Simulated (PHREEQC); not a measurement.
Hard or scaling water (model solution)

Consider water at 25 °C with 1.2e-05 mol/kgw Ca(HCO3)2, 0.00068 mol/kgw NaF and 0.0023 mol/kgw KCl. Closed to the air; pH follows from the charge balance.

All values are PHREEQC results (ion-association model, wateq4f.dat), not measurements.

```yaml
pH: 7.82
ionic_strength: 0.00302 mol/kgw
total_alkalinity: 0.0240 meq/kg
```

| species | molality | activity | log γ |
|---|---|---|---|
| Cl- | 0.00230 | 0.00216 | -0.026 |
| K+ | 0.00230 | 0.00216 | -0.026 |
| Na+ | 0.000680 | 0.000640 | -0.026 |
| F- | 0.000680 | 0.000640 | -0.026 |
| HCO3- | 2.32e-5 | 2.18e-5 | -0.026 |
| Ca+2 | 1.19e-5 | 9.44e-6 | -0.102 |
| CO2 | 7.51e-7 | 7.51e-7 | 0.000 |
| OH- | 6.95e-7 | 6.54e-7 | -0.026 |
| NaF | 2.36e-7 | 2.36e-7 | 0.000 |
| CO3-2 | 8.46e-8 | 6.69e-8 | -0.102 |
| CaF+ | 5.57e-8 | 5.26e-8 | -0.025 |
| H+ | 1.62e-8 | 1.53e-8 | -0.024 |
| HF | 1.47e-8 | 1.47e-8 | 0.000 |
| NaHCO3 | 7.86e-9 | 7.86e-9 | 0.000 |
| CaHCO3+ | 2.79e-9 | 2.63e-9 | -0.025 |

This is a speciation only: nothing precipitates in the calculation. Complexes and solids missing from the database can't appear.
